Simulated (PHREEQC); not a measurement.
Consider water at 55 °C with 84 mmol/kgw CdCl2, 6.2 mmol/kgw Na2SO4 and 5.4 mmol/kgw MnSO4. Closed to the air; pH follows from the charge balance.

The numbers come from PHREEQC with the ion-association model, phreeqc.dat.

```json
[
 {"quantity": "pH", "before": "5.37", "after": "3.64"},
 {"quantity": "ionic strength (mol/kgw)", "before": "0.133", "after": "0.173"},
 {"quantity": "Cl- (mol/kgw)", "before": "0.0910", "after": "0.0949"},
 {"quantity": "CdCl+ (mol/kgw)", "before": "0.0507", "after": "0.0483"},
 {"quantity": "CdCl2 (mol/kgw)", "before": "0.0114", "after": "0.0107"}
]
```

**Question.** Name the change that produced these shifts.
A. MnSO4 left out
B. Na2SO4 left out
C. CdCl2 from 0.084 to 0.0084 mol/kgw
D. temperature from 55 to 85 °C
E. 0.0088 mol/kgw Al2(SO4)3 added

**Answer.** E, 0.0088 mol/kgw Al2(SO4)3 added

No solid was allowed to form. Some of these states are supersaturated (in Gibbsite (slow to form), for instance). Away from 25 °C the constants follow the database's enthalpies or fits; those with neither stay at their 25 °C values.
